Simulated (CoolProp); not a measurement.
cis-2-butene at several states: Z from the reference equation and from simpler models built on Tc = 162.6 °C, pc = 42.36 bar, ω = 0.202; each cubic takes its own stable root.

Computed with CoolProp (reference Helmholtz-energy equation of state, Lemmon 2005). It is a short technical equation, of lower accuracy than the large ones.

```tsv
T (°C)	p (bar)	phase	reference	van der Waals	Soave-Redlich-Kwong	Peng-Robinson
67.75	18.5	liquid	0.06499	0.1053	0.07132	0.06293
101.45	16.1	liquid	0.05704	0.8039	0.06467	0.05701
-15.15	1.12	liquid	0.004432	0.9731	0.004787	0.004242
-16.05	0.134	gas	0.9931	0.9968	0.9950	0.9948
238.75	0.205	gas	0.9990	0.9990	0.9990	0.9989
```

At some of these states van der Waals gives the other phase, because its saturation line lies elsewhere.
